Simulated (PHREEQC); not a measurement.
Make-up at 80 °C: 50 mmol/kgw FeSO4, 2.7 mmol/kgw CaCl2 and 190 mmol/kgw Na2SO4. Closed to the air; pH follows from the charge balance.

All values are PHREEQC results (ion-association model, phreeqc.dat), not measurements.

No solid was allowed to form.

Question: Estimate the pH, ionic strength, density.

Answer: pH 5.74; ionic strength 0.524 mol/kgw; density 1.002 g/cm³.

Question: In which forms is Na present?

Answer: Na+ 85 %, NaSO4- 15 % of the Na.

Species that the database lacks are ignored. At this temperature some constants are extrapolated from 25 °C, and those without enthalpy data are left unchanged.
